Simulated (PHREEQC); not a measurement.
## Spent oxide etchant: an equilibrium model

Make-up at 20 °C: 1.3 mmol/kgw NH4HF2, 0.21 mmol/kgw H2SiF6 and 0.036 mmol/kgw HCl. It is in equilibrium with CO2 at log p = -1 (atm). Otherwise closed; pH follows from the charge balance.

Model: ion-association model, phreeqc.dat, run in PHREEQC.

No solid was allowed to form.

Q: Predict the pH.

A: pH 3.21.

Q: In which forms is Si present?

A: SiF6-2 82 %, H4SiO4 18 % of the Si.

SiF6-2 is the database's only silicon fluoride.
